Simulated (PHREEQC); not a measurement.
Alkaline etch or developer

Solution (25 °C): 0.0068 mol NH3 and 0.00011 mol CO2 per kg of water. Closed to the air; pH follows from the charge balance.

Model: ion-association model, phreeqc.dat, run in PHREEQC.

Each row changes one thing in this solution. No solid was allowed to form.

| case | pH | ionic strength (mol/kgw) | NH3 (mol/kgw) | NH4+ (mol/kgw) |
|---|---|---|---|---|
| as made | 10.41 | 0.000504 | 0.00636 | 0.000442 |
| diluted 2-fold with water | 10.29 | 0.000312 | 0.00312 | 0.000285 |
| NH3 from 0.0068 to 0.0034 mol/kgw | ___ | 0.000382 | 0.00307 | 0.000332 |
| CO2 from 0.00011 to 9.9e-05 mol/kgw | ___ | 0.000488 | 0.00637 | 0.000432 |
| CO2 from 0.00011 to 1.1e-05 mol/kgw | ___ | 0.000362 | 0.00645 | 0.000355 |
| diluted 100-fold with water | 9.41 | 2.77e-5 | 4.04e-5 | 2.76e-5 |
| CO2 left out | 10.52 | 0.000346 | 0.00645 | 0.000346 |
| CO2 from 0.00011 to 0.000165 mol/kgw | 10.36 | 0.000583 | 0.00631 | 0.000494 |

Problem. What belongs in the gaps?

Solution. 
- NH3 from 0.0068 to 0.0034 mol/kgw, pH: 10.22
- CO2 from 0.00011 to 9.9e-05 mol/kgw, pH: 10.42
- CO2 from 0.00011 to 1.1e-05 mol/kgw, pH: 10.51

Species that the database lacks are ignored.
